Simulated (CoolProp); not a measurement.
Vapour-liquid equilibrium of ethylene (1) + propane (2) at -68.85 °C; x and y are mole fractions of (1).

Values from CoolProp's multi-fluid Helmholtz-energy mixture model, Smukala 2000 and Lemmon 2009; pair parameters Bell 2016.

```json
[
 {"x": "0.05", "bubble pressure, mixture model (bar)": "___", "bubble pressure, Raoult's law (bar)": "0.5186", "y, mixture model": "___", "y, Raoult's law": "0.522"},
 {"x": "0.2", "bubble pressure, mixture model (bar)": "1.389", "bubble pressure, Raoult's law (bar)": "1.291", "y, mixture model": "___", "y, Raoult's law": "0.838"},
 {"x": "0.35", "bubble pressure, mixture model (bar)": "2.194", "bubble pressure, Raoult's law (bar)": "2.064", "y, mixture model": "0.914", "y, Raoult's law": "0.918"},
 {"x": "0.5", "bubble pressure, mixture model (bar)": "___", "bubble pressure, Raoult's law (bar)": "2.836", "y, mixture model": "0.947", "y, Raoult's law": "0.954"},
 {"x": "0.65", "bubble pressure, mixture model (bar)": "___", "bubble pressure, Raoult's law (bar)": "3.609", "y, mixture model": "0.968", "y, Raoult's law": "0.975"},
 {"x": "0.8", "bubble pressure, mixture model (bar)": "4.375", "bubble pressure, Raoult's law (bar)": "4.381", "y, mixture model": "0.983", "y, Raoult's law": "0.988"},
 {"x": "0.95", "bubble pressure, mixture model (bar)": "___", "bubble pressure, Raoult's law (bar)": "5.154", "y, mixture model": "___", "y, Raoult's law": "0.997"}
]
```

Question: Some entries are withheld; supply them.

Answer: 
- 0.05, bubble pressure, mixture model (bar): 0.5450
- 0.05, y, mixture model: 0.539
- 0.2, y, mixture model: 0.841
- 0.5, bubble pressure, mixture model (bar): 2.947
- 0.65, bubble pressure, mixture model (bar): 3.662
- 0.95, bubble pressure, mixture model (bar): 5.136
- 0.95, y, mixture model: 0.996

The largest gap from Raoult's law is +7.6 % in bubble pressure, at x = 0.2. No azeotrope shows between x = 0.05 and 0.95.

The pair parameters rest on a limited set of measurements; away from them the model extrapolates.
